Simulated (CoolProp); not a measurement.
Dodecamethylpentasiloxane (MD3M) along the isobar 2730 kPa: density (kg/m³) from the reference equation and from simpler models built on Tc = 628.0 K, pc = 954.0 kPa, ω = 0.730; each cubic takes its own stable root.

The numbers come from the reference Helmholtz-energy equation of state, Thol 2019 in CoolProp.

| T (K) | phase | reference |
|---|---|---|
| 387.5 | liquid | 789.0 |
| 409.1 | liquid | 768.1 |
| 430.7 | liquid | 746.8 |
| 452.2 | liquid | 725.2 |
| 473.8 | liquid | 702.9 |
| 495.4 | liquid | 679.9 |
| 517 | liquid | 655.9 |
| 538.6 | liquid | 630.8 |

### Question
How far does each simpler model (van der Waals, Redlich-Kwong) lie from the reference over these 8 states: mean and median of the absolute difference, and the worst?

### Answer
- van der Waals: mean 40.3 %, median 40.4 %, worst -42.6 % at 387.5 K and 2730 kPa
- Redlich-Kwong: mean 16.6 %, median 16.6 %, worst -17.6 % at 387.5 K and 2730 kPa
